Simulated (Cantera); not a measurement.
An adiabatic, constant-volume homogeneous reactor starts with 34.6 % H2, 9.63 % O2, 36.0 % N2, 19.7 % H2O, equivalence ratio 1.8, at 1200 K and 18800 Torr.

Model: the H2/O2 subset of GRI-Mech 3.0, which has no nitrogen chemistry, integrated in Cantera. The hydrogen kinetics of GRI-Mech 3.0 are dated; newer H2 mechanisms differ, most at raised pressure. The pressure lies above the range GRI-Mech 3.0 was tuned for (to about 10 atm).

One state of this run: T (K) = 2705; P (bar) = 51.1; x H2 = 0.169; x O2 = 2.82e-5; x H2O = 0.428; x H2O2 = 1.72e-7; x H = 0.00336; x HO2 = 1.62e-7; x O = 2.76e-5. x: mole fraction; the columns are a selection and need not sum to one.

Which value of t (s) does it belong to?
A. 3.88e-6
B. 3.00
C. 1.51e-5
D. 5.84e-5

B, 3.00
